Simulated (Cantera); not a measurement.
# Mg(OH)₂ + CO₂ (calcination and drying)

Feed: 1 mol Mg(OH)₂, 5 mol CO₂, at 1225 K and 0.580 bar.

Method: chemical equilibrium by Gibbs-energy minimisation in Cantera with the NASA 1993 tables (ideal gas, pure condensed phases). Candidate condensed phases: C, C₆H₆, C₇H₈, C₈H₁₈, H₂O, Mg, MgCO₃, MgO, Mg(OH)₂; 116 gas species. Equilibrium is a limit: real reactors are often held back by kinetics, nucleation or transport.

The x(CO₂) is 0.833, the x(H₂O) is 0.167 and the x(CO) is 1.27e-5. The x(O₂) is 7.12e-6 and the x(H₂) comes out as 1.73e-6. The n(MgO(s)) is 1.00 mol. The gas amount comes out as 6.000 mol and the log10 activity of C(graphite) (absent) is -11.82. The log10 activity of Mg(l) (absent) is -17.23.
